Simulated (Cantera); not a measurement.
Feed: 1 mol SiCl4, a varied amount of NO, 15 mol H2, at 775 K and 0.133 bar.

These are equilibrium values from Cantera (NASA tables, ideal gas, pure condensed phases), not measurements of a reactor. Candidate condensed phases: H2O, NH4Cl, Si, SiO2, Si2N2O, Si3N4; 47 gas species. Kinetics and transport are ignored.

**Question.** At 7.4 mol NO, list the 5 most abundant gas species with their mole fractions, and the condensed phases.

**Answer.** H2 0.367, H2O 0.261, HCl 0.193, N2 0.179, NH3 4.86e-5. Condensed: SiO2(α-quartz).
